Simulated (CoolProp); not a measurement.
Vapour-liquid equilibrium of dimethyl ether (1) + R236EA (2) at 292 K; x and y are mole fractions of (1).

Computed with CoolProp (multi-fluid Helmholtz-energy mixture model, Wu 2011 and Rui 2013; pair parameters Bell 2016).

```json
[
 {"x": "0.05", "bubble pressure (kPa)": "167.0", "y at the bubble point": "0.060", "dew pressure at overall composition x (kPa)": "166.7", "liquid density (mol/L)": "(withheld)"},
 {"x": "0.2", "bubble pressure (kPa)": "175.7", "y at the bubble point": "0.260", "dew pressure at overall composition x (kPa)": "172.5", "liquid density (mol/L)": "(withheld)"},
 {"x": "0.35", "bubble pressure (kPa)": "195.1", "y at the bubble point": "0.488", "dew pressure at overall composition x (kPa)": "181.8", "liquid density (mol/L)": "11.07"},
 {"x": "0.5", "bubble pressure (kPa)": "(withheld)", "y at the bubble point": "0.706", "dew pressure at overall composition x (kPa)": "(withheld)", "liquid density (mol/L)": "11.83"},
 {"x": "0.65", "bubble pressure (kPa)": "(withheld)", "y at the bubble point": "0.865", "dew pressure at overall composition x (kPa)": "220.1", "liquid density (mol/L)": "12.62"},
 {"x": "0.8", "bubble pressure (kPa)": "(withheld)", "y at the bubble point": "0.954", "dew pressure at overall composition x (kPa)": "262.6", "liquid density (mol/L)": "(withheld)"},
 {"x": "0.95", "bubble pressure (kPa)": "465.9", "y at the bubble point": "0.994", "dew pressure at overall composition x (kPa)": "371.4", "liquid density (mol/L)": "14.29"}
]
```

Task: What belongs in the gaps?

Result: 
- 0.05, liquid density (mol/L): 9.715
- 0.2, liquid density (mol/L): 10.37
- 0.5, bubble pressure (kPa): 232.9
- 0.5, dew pressure at overall composition x (kPa): 196.5
- 0.65, bubble pressure (kPa): 294.6
- 0.8, bubble pressure (kPa): 377.5
- 0.8, liquid density (mol/L): 13.45

No azeotrope shows between x = 0.05 and 0.95.

The pair parameters rest on a limited set of measurements; away from them the model extrapolates.
